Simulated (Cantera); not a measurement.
**Thermodynamics of roasting and sulfation, feed Fe2O3 + H2S + O2**

Input: 1 mol Fe2O3, 1.2 mol H2S, 2.5 mol O2, at 1.90 bar.

Method: chemical equilibrium by Gibbs-energy minimisation in Cantera with the NASA 1993 tables (ideal gas, pure condensed phases). Candidate condensed phases: Fe, FeO, Fe(OH)2, Fe(OH)3, FeS, FeSO4, FeS2, Fe2O3, Fe2(SO4)3, Fe3O4, H2O, H2SO4, S; 22 gas species. Equilibrium is a limit: real reactors are often held back by kinetics, nucleation or transport.

From 625 K to 925 K the condensed part is Fe2O3(s) + Fe2(SO4)3(s). From 1025 K to 1525 K the condensed part is Fe2O3(s).

```csv
T (K),x H2O,x SO2,x O2,x SO3,x H2SO4,x OH,x O,x H2,n Fe2O3(s),n Fe2(SO4)3(s)
625,0.923,2.72e-10,0.0769,2.28e-7,1.40e-6,1.92e-12,<1e-12,<1e-12,0.600,0.400
725,0.923,5.52e-7,0.0769,3.37e-5,1.68e-5,1.41e-10,<1e-12,<1e-12,0.600,0.400
825,0.921,0.000174,0.0769,0.00146,0.000112,3.67e-9,<1e-12,<1e-12,0.601,0.399
925,0.876,0.0152,0.0806,0.0279,0.000480,4.68e-8,2.76e-12,1.75e-11,0.620,0.380
1025,0.422,0.242,0.156,0.179,0.000473,3.01e-7,9.47e-11,1.40e-10,1.00,0
1125,0.405,0.313,0.190,0.0923,9.29e-5,1.69e-6,1.46e-9,1.62e-9,1.00,0
1225,0.396,0.350,0.208,0.0464,2.14e-5,7.06e-6,1.39e-8,1.33e-8,1.00,0
1325,0.392,0.367,0.216,0.0243,5.89e-6,2.37e-5,9.30e-8,8.20e-8,1.00,0
1425,0.390,0.376,0.221,0.0136,1.92e-6,6.70e-5,4.73e-7,3.96e-7,1.00,0
1525,0.389,0.381,0.223,0.00816,7.29e-7,0.000165,1.94e-6,1.57e-6,1.000,0
```
x: gas mole fraction; n: condensed amount in mol.
